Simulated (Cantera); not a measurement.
Feed: 1 mol B2O3, 7.8 mol O2, 0.4 mol NH3, held at 0.203 Torr.

Cantera equilibrium calculation (NASA polynomials, part measured and part estimated; ideal gas, pure solids and liquids). Candidate condensed phases: B, BN, B2O3, B3O3H3, H2O; 39 gas species. Kinetics and transport are ignored.

Task: At 1723 K, list the 6 most abundant gas species with their mole fractions, and the condensed phases.

Result: O2 0.795, HBO2 0.100, B2O3 0.0488, N2 0.0209, BO2 0.0157, H2O 0.0130. Condensed: gas only.
